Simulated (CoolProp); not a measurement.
A single-stage vapour-compression cycle with the fluid: evaporating at 294.15 K (dew point), condensing at 332.15 K (bubble point), superheat 10 K, subcooling 2 K, compressor efficiency 0.8, no pressure losses. The same conditions are run with several fluids, on thermodynamics alone (safety and materials aside).

Computed with CoolProp (reference Helmholtz-energy equation of state of each fluid (propylene: Lemmon 2013; n-perfluorobutane: Gao 2022; R365MFC: Lemmon 2016; R410A: Lemmon 2003; R1336mzz(E): Akasaka 2023; isobutene: Lemmon 2005)). Blends and air are pseudo-pure fits.

Rank propylene, n-perfluorobutane, R365MFC, R410A, R1336mzz(E), isobutene by cooling COP, highest first.

R365MFC (5.35), isobutene (5.28), R1336mzz(E) (5.08), propylene (4.70), n-perfluorobutane (4.42), R410A (4.21)

```csv
fluid,pressure ratio,discharge temperature (K),refrigerating effect (kJ/kg),volumetric capacity (kJ/m³)
propylene,2.37,353.7,259,5350
n-perfluorobutane,2.99,332.1,56.2,1350
R365MFC,3.96,336.0,156,452
R410A,2.53,362.1,138,7440
R1336mzz(E),3.31,337.1,109,1270
isobutene,2.83,344.6,292,1880
```

The compression ends wet for: n-perfluorobutane.
